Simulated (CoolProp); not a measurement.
Vapour pressure (MPa) of carbon monoxide: the reference equation beside estimates from Tc = -140.3 °C, pc = 3.498 MPa, ω = 0.050. Clausius-Clapeyron is anchored at -177.55 °C with a constant enthalpy of vaporisation of 5.396 kJ/mol.

The numbers come from the reference Helmholtz-energy equation of state, Lemmon 2006 in CoolProp. It is a short technical equation, of lower accuracy than the large ones.

```
T (°C)   reference  Lee-Kesler  Clausius-Clapeyron  van der Waals  Redlich-Kwong  Soave-Redlich-Kwong  Peng-Robinson
-------  ---------  ----------  ------------------  -------------  -------------  -------------------  -------------
-188.85     0.1358      0.1358              0.1558         0.4166         0.1259               0.1352         0.1375
-185.15     0.1975      0.1977              0.2154         0.5257         0.1884               0.1971         0.1991
-181.35     0.2806      0.2809              0.2923         0.6560         0.2738               0.2807         0.2820
-177.55     0.3871      0.3876              0.3871         0.8059         0.3843               0.3881         0.3883
-173.85     0.5167      0.5173              0.4985         0.9716         0.5195               0.5192         0.5177
-170.05     0.6799      0.6803              0.6343          1.163         0.6900               0.6846         0.6810
-166.25     0.8774      0.8772              0.7934          1.377         0.8961               0.8852         0.8791
-162.55      1.106       1.105              0.9721          1.608          1.134                1.118          1.109
-158.75      1.383       1.381               1.181          1.868          1.420                1.399          1.388
-154.95      1.706       1.702               1.418          2.154          1.750                1.726          1.714
-151.25      2.070       2.066               1.675          2.456          2.118                2.094          2.080
-147.45      2.499       2.497               1.967          2.792          2.546                2.525          2.513
-143.65      2.994       2.995               2.289          3.155          3.027                3.014          3.007
```

Absolute difference from the reference over all 13 rows, mean and median: Lee-Kesler 0.1 and 0.1 %, Clausius-Clapeyron 11.9 and 12.1 %, van der Waals 74.9 and 56.9 %, Redlich-Kwong 2.5 and 2.3 %, Soave-Redlich-Kwong 0.7 and 0.7 %, Peng-Robinson 0.5 and 0.4 %.
